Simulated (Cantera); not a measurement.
Input: 1 mol CO, 3.5 mol CO2, 5.6 mol N2, held at 2973 K and 700 Pa.

Cantera equilibrium calculation (NASA polynomials, part measured and part estimated; ideal gas, pure solids and liquids). Candidate condensed phases: C; 24 gas species. Kinetics and transport are ignored.

**Question.** What is the equilibrium state?

**Answer.** 
| Property | Value |
|---|---|
| x(N2) | 0.424 |
| x(CO) | 0.331 |
| x(O) | 0.194 |
| x(O2) | 0.0247 |
| x(CO2) | 0.0145 |
| x(NO) | 0.0116 |
| x(N) | 9.10e-5 |
| gas amount | 13.02 mol |
| log10 activity of C(graphite) (absent) | -7.18 |
